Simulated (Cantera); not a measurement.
Si + HCl + H2 (silicon etching in halogen gases)

Input: 1 mol Si, a varied amount of HCl, 18 mol H2, held at 177 °C and 0.133 bar.

These are equilibrium values from Cantera (NASA tables, ideal gas, pure condensed phases), not measurements of a reactor. Candidate condensed phases: Si; 19 gas species. Rates play no part.

At 3.4 mol HCl the condensed part is Si(s). From 4.4 mol HCl to 20 mol HCl nothing is condensed. The main Si-bearing gas is SiCl4 throughout.

```tsv
n(HCl) (mol)	x H2	x HCl	x SiCl4	x SiHCl3	n Si(s)
3.4	0.954	3.67e-7	0.0285	0.0173	0.0588
4.4	0.935	0.0187	0.0467	5.45e-7	0
5.7	0.881	0.0749	0.0441	1.21e-7	0
7.3	0.823	0.136	0.0412	5.82e-8	0
9.4	0.758	0.205	0.0379	3.27e-8	0
12	0.690	0.276	0.0345	2.01e-8	0
16	0.606	0.364	0.0303	1.18e-8	0
20	0.541	0.432	0.0270	7.88e-9	0
```
x: gas mole fraction; n: condensed amount in mol.
